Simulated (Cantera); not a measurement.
A perfectly stirred reactor is fed with H2 : O2 = 0.25 : 1 (molar parts), equivalence ratio 0.12, at 1330 Pa; it is held at 1423 K, and followed from long to short residence time.

Detailed kinetics in Cantera: the H2/O2 subset of GRI-Mech 3.0, which has no nitrogen chemistry. Radical loss at walls, strong at low pressure, is not modelled. The temperature is held fixed by assumption; the heat of reaction is taken as removed at once.

Task: What does this change do: O2 1 to 0.31 parts?

Result: 
```json
[
 {"quantity": "x(H2) at τ = 12.0 s", "before": "0.000161", "after": "0.000574"},
 {"quantity": "x(O2) at τ = 12.0 s", "before": "0.776", "after": "0.424"},
 {"quantity": "x(H) at τ = 12.0 s", "before": "7.22e-5", "after": "0.000149"},
 {"quantity": "x(O) at τ = 12.0 s", "before": "0.00107", "after": "0.000841"},
 {"quantity": "x(H2O2) at τ = 12.0 s", "before": "4.43e-8", "after": "1.12e-7"},
 {"quantity": "x(H2) at τ = 45.0 ms", "before": "0.00516", "after": "0.0203"},
 {"quantity": "x(O2) at τ = 45.0 ms", "before": "0.735", "after": "0.398"},
 {"quantity": "x(H) at τ = 45.0 ms", "before": "0.0147", "after": "0.0358"},
 {"quantity": "x(O) at τ = 45.0 ms", "before": "0.0369", "after": "0.0327"},
 {"quantity": "x(H2O2) at τ = 45.0 ms", "before": "1.97e-7", "after": "5.08e-7"}
]
```
